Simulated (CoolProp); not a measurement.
Properties of methanol at several states.

Values from CoolProp's reference Helmholtz-energy equation of state, de Reuck 1993.

```tsv
T (K)	p (bar)	phase	cp (kJ/(kg K))	cv (kJ/(kg K))	Joule-Thomson coefficient (K/MPa)	Prandtl number	fugacity coefficient
451.5	0.261	gas	1.750	1.487	21.89	0.816	0.9982
515.6	184	supercritical	5.291	3.293	0.5312	2.32	0.3506
445.9	0.481	gas	1.746	1.479	23.32	0.820	0.9965
387.7	0.49	gas	1.627	1.351	48.01	0.851	0.9929
214.7	1.4	liquid	2.229	1.789	-0.3918	29.3	0.0002374
604.8	0.912	gas	2.114	1.853	4.101	0.790	0.9981
```

Viscosity comes from a separate model (Xiang 2006). Thermal conductivity comes from a separate model (Sykioti 2013).
